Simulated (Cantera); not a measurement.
An adiabatic, constant-volume homogeneous reactor starts with C3H8 : O2 : N2 = 1 : 7.35 : 56 (molar parts), equivalence ratio 0.68, at 1198 K and 660 Torr.

Computed with Cantera and GRI-Mech 3.0 (53 species, 325 reactions). GRI-Mech 3.0 was tuned for natural gas; its chemistry of propane as a main component is partial and can be far from experiment.

x: mole fraction; the columns are a selection and need not sum to one.

```
t (s)     T (K)  P (bar)  x C3H8    x O2        x CO         x O     x CO2       x CH4
--------  -----  -------  ------  ------  ----------  ----------  --------  ----------
2.00e-6    1198    0.880  0.0155   0.114      <1e-12    4.74e-10    <1e-12    1.57e-10
7.19e-6    1198    0.880  0.0155   0.114    2.45e-12  (withheld)    <1e-12  (withheld)
2.58e-5    1198    0.880  0.0155   0.114    9.20e-11     4.76e-9  2.14e-11     3.27e-8
9.28e-5    1198    0.880  0.0155   0.114  (withheld)  (withheld)  7.34e-10  (withheld)
0.000334   1198    0.880  0.0155   0.114     2.45e-7     2.04e-8   4.45e-8     6.92e-6
0.00120    1198    0.880  0.0152   0.114     6.40e-6     2.35e-8   4.59e-7     5.29e-5
0.00431    1200    0.883  0.0139   0.113    0.000112     4.12e-8   2.69e-6    0.000275
0.0155     2247     1.68  <1e-12  0.0358     0.00151    0.000533    0.0443      <1e-12
0.0557     2243     1.68  <1e-12  0.0350     0.00149    0.000515    0.0443      <1e-12
0.200      2236     1.67  <1e-12  0.0337     0.00145    0.000485    0.0444      <1e-12
```

Problem. Fill in the missing entries.

Solution. 
- 7.19e-6, x O: 3.05e-9
- 7.19e-6, x CH4: 2.17e-9
- 9.28e-5, x CO: 2.91e-9
- 9.28e-5, x O: 7.52e-9
- 9.28e-5, x CH4: 4.77e-7
